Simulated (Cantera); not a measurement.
Cantera with NASA thermochemical tables; ideal gases at 1 bar, condensed phases pure. Values are per mole of reaction as written; species without (g) are pure solids or liquids, kept so even where they would boil at 1 bar.

P4O10(g) → 2 P2(g) + 5 O2(g)

```json
[
 {"T (K)": "398", "ΔH° (kJ)": "(withheld)", "ΔS° (J/K)": "(withheld)", "ΔG° (kJ)": "(withheld)", "log10 K": "(withheld)"},
 {"T (K)": "448", "ΔH° (kJ)": "3191.2", "ΔS° (J/K)": "1058.1", "ΔG° (kJ)": "2717.2", "log10 K": "-316.81"},
 {"T (K)": "498", "ΔH° (kJ)": "3190.0", "ΔS° (J/K)": "1055.5", "ΔG° (kJ)": "2664.4", "log10 K": "-279.46"},
 {"T (K)": "548", "ΔH° (kJ)": "(withheld)", "ΔS° (J/K)": "(withheld)", "ΔG° (kJ)": "(withheld)", "log10 K": "(withheld)"},
 {"T (K)": "598", "ΔH° (kJ)": "(withheld)", "ΔS° (J/K)": "(withheld)", "ΔG° (kJ)": "(withheld)", "log10 K": "(withheld)"},
 {"T (K)": "648", "ΔH° (kJ)": "3184.4", "ΔS° (J/K)": "1045.7", "ΔG° (kJ)": "2506.8", "log10 K": "-202.06"}
]
```

**Question.** Some entries are withheld; supply them.

**Answer.** 
- 398, ΔH° (kJ): 3192.0
- 398, ΔS° (J/K): 1059.8
- 398, ΔG° (kJ): 2770.2
- 398, log10 K: -363.56
- 548, ΔH° (kJ): 3188.4
- 548, ΔS° (J/K): 1052.4
- 548, ΔG° (kJ): 2611.7
- 548, log10 K: -248.94
- 598, ΔH° (kJ): 3186.5
- 598, ΔS° (J/K): 1049.1
- 598, ΔG° (kJ): 2559.1
- 598, log10 K: -223.53
